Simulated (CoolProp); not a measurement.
Values from CoolProp's reference Helmholtz-energy equation of state, de Vries 1995.

Problem. Give the vapour pressure (bar), liquid density (kg/m³), liquid cp (kJ/(kg K)), vapour Z of saturated R124 at 323.4, 326.6 K.

Solution. 
```
T (K)  p (bar)  liquid density (kg/m³)  liquid cp (kJ/(kg K))  vapour Z
-----  -------  ----------------------  ---------------------  --------
323.4     7.81                    1260                   1.21     0.823
326.6     8.47                    1250                   1.22     0.812
```
